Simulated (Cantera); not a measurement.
A freely propagating, adiabatic, planar premixed flame of 6.42 % CH4, 0.347 % C2H6, 16.4 % O2, 61.4 % N2, 15.4 % CO2, unburnt at 475 K and 1000000 Pa; mixture-averaged transport, grid criteria slope 0.08 and curve 0.16, no radiation.

Detailed kinetics in Cantera: GRI-Mech 3.0 (53 species, 325 reactions). Burning velocities carry a grid error of a few per cent, more on coarse grids.

Q: Predict: laminar burning velocity; thermal thickness; peak x(C2H2); peak x(CH2); peak x(H2O2).

A: 
| Quantity | Value |
|---|---|
| laminar burning velocity | 8.38 cm/s |
| thermal thickness | 0.217 mm |
| peak x(C2H2) | 8.18e-5 |
| peak x(CH2) | 2.32e-6 |
| peak x(H2O2) | 5.84e-5 |
